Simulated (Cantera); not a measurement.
Feed: 1 mol TEOS, a varied amount of CO₂, equilibrated at 1225 K and 86000 Pa.

These are equilibrium values from Cantera (NASA tables, ideal gas, pure condensed phases), not measurements of a reactor. Candidate condensed phases: C, C₆H₆, C₇H₈, C₈H₁₈, H₂O, Si, SiC, SiO₂; 123 gas species. The feed counts by its element totals alone. The tables hold silica as quartz up to 1696 K and as liquid above; real silica turns to tridymite and cristobalite and melts near 1996 K. Gases not in the tables: Si(OH)₄. Kinetics and transport are ignored.

Which condensed phases are stable at each of these points (n(CO₂) (mol)): 0.62, 0.88, 1.3, 1.8, 2.6, 3.7, 5.2, 7.5, 11, 15?


```json
[
 {"n(CO₂) (mol)": "0.62", "condensed phases": "C(graphite) + SiO₂(β-quartz)", "Si condensed (%)": "100.0"},
 {"n(CO₂) (mol)": "0.88", "condensed phases": "C(graphite) + SiO₂(β-quartz)", "Si condensed (%)": "100.0"},
 {"n(CO₂) (mol)": "1.3", "condensed phases": "C(graphite) + SiO₂(β-quartz)", "Si condensed (%)": "100.0"},
 {"n(CO₂) (mol)": "1.8", "condensed phases": "C(graphite) + SiO₂(β-quartz)", "Si condensed (%)": "100.0"},
 {"n(CO₂) (mol)": "2.6", "condensed phases": "C(graphite) + SiO₂(β-quartz)", "Si condensed (%)": "100.0"},
 {"n(CO₂) (mol)": "3.7", "condensed phases": "C(graphite) + SiO₂(β-quartz)", "Si condensed (%)": "100.0"},
 {"n(CO₂) (mol)": "5.2", "condensed phases": "C(graphite) + SiO₂(β-quartz)", "Si condensed (%)": "100.0"},
 {"n(CO₂) (mol)": "7.5", "condensed phases": "SiO₂(β-quartz)", "Si condensed (%)": "100.0"},
 {"n(CO₂) (mol)": "11", "condensed phases": "SiO₂(β-quartz)", "Si condensed (%)": "100.0"},
 {"n(CO₂) (mol)": "15", "condensed phases": "SiO₂(β-quartz)", "Si condensed (%)": "100.0"}
]
```

From 0.62 mol CO₂ to 5.2 mol CO₂ the condensed part is C(graphite) + SiO₂(β-quartz). From 7.5 mol CO₂ to 15 mol CO₂ the condensed part is SiO₂(β-quartz).
